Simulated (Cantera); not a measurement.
An adiabatic, constant-pressure homogeneous reactor starts with 1.14 % CH4, 20.5 % O2, 78.4 % N2, at 1050 K and 0.987 atm.

Computed with Cantera and GRI-Mech 3.0 (53 species, 325 reactions).

One state of this run: T (K) = 1315; x CH4 = <1e-12; x O2 = 0.182; x HCN = <1e-12; x NO2 = 3.88e-10; x H2O2 = 1.54e-9. x: mole fraction; the columns are a selection and need not sum to one.

**Question.** Which value of t (s) does it belong to?
(A) 0.280
(B) 0.00618
(C) 0.0786
(D) 1.00

**Answer.** A, 0.280
